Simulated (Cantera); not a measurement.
A diamond (100) surface in a fixed gas of H2 with x(CH4) = 0.0037, x(H) = 0.00059, x(CH3) = 0.00076, 26.3 Torr; coverages are run to steady state.

Detailed kinetics in Cantera: the Harris–Goodwin 1993 mechanism for the reconstructed diamond (100) surface.

θ: site fractions in the mechanism's names (c6HH fully hydrogenated, c6H* and c6*H radical sites, c6** diradical, c6HM methylated).

```tsv
T (K)	growth (µm/h)	θ c6HH	θ c6H*	θ c6*H	θ c6**	θ c6HM
900	(withheld)	0.319	0.00469	0.131	0.00144	0.437
975	5.11	0.363	0.00906	0.199	0.00321	0.319
1050	4.78	0.442	0.0173	0.311	0.00686	0.153
1125	(withheld)	0.484	0.0274	0.410	0.0116	0.0389
1200	(withheld)	0.473	0.0355	0.455	0.0155	0.00763
1275	(withheld)	0.457	0.0423	0.471	0.0186	0.00151
1350	(withheld)	0.451	0.0481	0.474	0.0212	0.000312
```

**Question.** Some entries are withheld; supply them.

**Answer.** 
- 900, growth (µm/h): 3.35
- 1125, growth (µm/h): 2.58
- 1200, growth (µm/h): 1.62
- 1275, growth (µm/h): 1.43
- 1350, growth (µm/h): 0.979
